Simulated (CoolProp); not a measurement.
Vapour-liquid equilibrium of benzene (1) + n-dodecane (2) at 399 K; x and y are mole fractions of (1).

Computed with CoolProp (multi-fluid Helmholtz-energy mixture model, Thol 2012 and Lemmon 2004; pair parameters Bell 2016).

```json
[
 {"x": "0.05", "bubble pressure, mixture model (MPa)": "0.01927", "bubble pressure, Raoult's law (MPa)": "0.02315", "y, mixture model": "0.689", "y, Raoult's law": "0.744"},
 {"x": "0.15", "bubble pressure, mixture model (MPa)": "0.04988", "bubble pressure, Raoult's law (MPa)": "0.05697", "y, mixture model": "0.891", "y, Raoult's law": "0.907"},
 {"x": "0.25", "bubble pressure, mixture model (MPa)": "0.08409", "bubble pressure, Raoult's law (MPa)": "0.09080", "y, mixture model": "0.942", "y, Raoult's law": "0.948"},
 {"x": "0.35", "bubble pressure, mixture model (MPa)": "0.1194", "bubble pressure, Raoult's law (MPa)": "0.1246", "y, mixture model": "0.964", "y, Raoult's law": "0.967"},
 {"x": "0.45", "bubble pressure, mixture model (MPa)": "0.1544", "bubble pressure, Raoult's law (MPa)": "0.1584", "y, mixture model": "0.976", "y, Raoult's law": "0.978"},
 {"x": "0.55", "bubble pressure, mixture model (MPa)": "0.1884", "bubble pressure, Raoult's law (MPa)": "0.1923", "y, mixture model": "0.983", "y, Raoult's law": "0.985"},
 {"x": "0.65", "bubble pressure, mixture model (MPa)": "0.2218", "bubble pressure, Raoult's law (MPa)": "0.2261", "y, mixture model": "0.988", "y, Raoult's law": "0.990"},
 {"x": "0.75", "bubble pressure, mixture model (MPa)": "0.2553", "bubble pressure, Raoult's law (MPa)": "0.2599", "y, mixture model": "0.993", "y, Raoult's law": "0.994"},
 {"x": "0.85", "bubble pressure, mixture model (MPa)": "0.2899", "bubble pressure, Raoult's law (MPa)": "0.2937", "y, mixture model": "0.996", "y, Raoult's law": "0.997"},
 {"x": "0.95", "bubble pressure, mixture model (MPa)": "0.3260", "bubble pressure, Raoult's law (MPa)": "0.3276", "y, mixture model": "0.999", "y, Raoult's law": "0.999"}
]
```

The largest gap from Raoult's law is -16.8 % in bubble pressure, at x = 0.05. No azeotrope shows between x = 0.05 and 0.95.

The pair parameters rest on a limited set of measurements; away from them the model extrapolates.
